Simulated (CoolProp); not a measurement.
Sulfur dioxide at 274.8 K and 0.058 MPa is throttled through a valve to 0.0362 MPa with no heat exchange. Each further row changes one setting.

The numbers come from the reference Helmholtz-energy equation of state, Gao 2016 in CoolProp.

```tsv
case	temperature change (K)	final density (kg/m³)
as stated	-1.1	1.03
outlet pressure 0.0109 MPa	-2.4	0.309
outlet pressure 0.0471 MPa	-0.6	1.34
```
